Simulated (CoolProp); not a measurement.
Values from CoolProp's reference Helmholtz-energy equation of state, Lemmon 2006. It is a short technical equation, of lower accuracy than the large ones.

Question: For carbon monoxide, give the phase and the cv (kJ/(kg K)), Joule-Thomson coefficient (K/MPa) at -117.75 °C and 233 kPa.

Answer: 
- -117.75 °C and 233 kPa: gas; cv 0.746, Joule-Thomson coefficient 8.12
